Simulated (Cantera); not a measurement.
Input: 1 mol HCl, 2.5 mol O₂, at 875 K and 1.00 bar.

These are equilibrium values from Cantera (NASA tables, ideal gas, pure condensed phases), not measurements of a reactor. Candidate condensed phases: H₂O; 14 gas species. The numbers say what is thermodynamically allowed, not how fast it happens.

Base state: O₂ 0.701, HCl 0.108, H₂O 0.0956, Cl₂ 0.0956, Cl 1.42e-5, HOCl 1.12e-5 (mole fractions); condensed: gas only.

What changes in the equilibrium state with this change: temperature from 875 K to 700 K?


```tsv
species	before	after
O₂	0.701	0.696
Cl₂	0.0956	0.126
H₂O	0.0956	0.126
HCl	0.108	0.0521
Cl	1.42e-5	2.34e-7
HOCl	1.12e-5	3.05e-6
```
